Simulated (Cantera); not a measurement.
## Low-pressure radical oxidation in H2/O2

An isothermal, constant-pressure homogeneous reactor starts with 0.525 % H2, 70.9 % O2, 28.4 % N2, 0.220 % H2O, equivalence ratio 0.0037, at 1175 K and 1330 Pa.

Computed with Cantera and GRI-Mech 3.0 (53 species, 325 reactions). Radical loss at walls, strong at low pressure, is not modelled.

```
t (s)        x H2   x O2    x H2O2      x OH     x NO       x O
--------  -------  -----  --------  --------  -------  --------
2.00e-5   0.00525  0.709    <1e-12  5.84e-12   <1e-12  5.78e-12
0.000100  0.00525  0.709    <1e-12  1.01e-10   <1e-12  1.03e-10
0.000502  0.00525  0.709    <1e-12  9.86e-10   <1e-12   1.13e-9
0.00252   0.00525  0.709  2.24e-12   1.62e-8   <1e-12   2.29e-8
0.0126    0.00471  0.708   4.03e-9  0.000231   <1e-12  0.000360
0.0632    2.05e-5  0.705   1.34e-8  0.000422  2.73e-9   0.00373
0.317     9.13e-6  0.707   1.19e-8  0.000282  8.31e-9   0.00164
1.59      1.26e-6  0.708   6.41e-9  0.000106  1.19e-8  0.000226
7.96      8.79e-8  0.708   1.25e-9   2.82e-5  1.32e-8   1.60e-5
39.9      7.53e-9  0.708  1.53e-10   8.31e-6  1.37e-8   1.38e-6
200       1.09e-9  0.708  2.48e-11   3.17e-6  1.39e-8   2.01e-7
```
x: mole fraction; the columns are a selection and need not sum to one.

Equilibrium at this temperature and pressure: H2 5.78e-10, O2 0.708, H2O2 1.38e-11, OH 2.31e-6, NO 0.000178, O 1.07e-7 (gas phase only).
